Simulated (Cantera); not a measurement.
## Transport properties of process gases

Gas mixture: 54.5 % N₂, 45.5 % NO, at 0.0110 bar, frozen composition.

Cantera's kinetic-theory transport with the Lennard-Jones parameters of GRI-Mech 3.0, ideal gas; thermal conductivity in the mixture-averaged form. The composition is frozen, though it would react at the higher temperatures.

| T (K) | ρ (kg/m³) | cp (J/kg/K) | μ (µPa s) | λ (mW/m/K) | Pr | D (cm²/s) NH₃ | D (cm²/s) O | D (cm²/s) H |
|---|---|---|---|---|---|---|---|---|
| 400 | 0.00957 | 1024 | 22.7 | 32.6 | 0.713 | 35.0 | 48.9 | 187 |
| 550 | 0.00696 | 1048 | 28.3 | 42.0 | 0.706 | 62.9 | 84.0 | 325 |
| 700 | 0.00547 | 1082 | 33.3 | 51.2 | 0.704 | 96.7 | 126 | 490 |
| 850 | 0.00450 | 1120 | 37.9 | 60.1 | 0.706 | 136 | 174 | 680 |
| 1000 | 0.00383 | 1152 | 42.2 | 68.6 | 0.708 | 180 | 229 | 893 |
| 1150 | 0.00333 | 1175 | 46.2 | 76.8 | 0.707 | 229 | 288 | 1130 |
| 1300 | 0.00294 | 1196 | 50.0 | 84.7 | 0.706 | 282 | 354 | 1380 |
| 1450 | 0.00264 | 1213 | 53.7 | 92.2 | 0.706 | 339 | 424 | 1660 |
D: mixture-averaged diffusion coefficient of that species in the mixture.
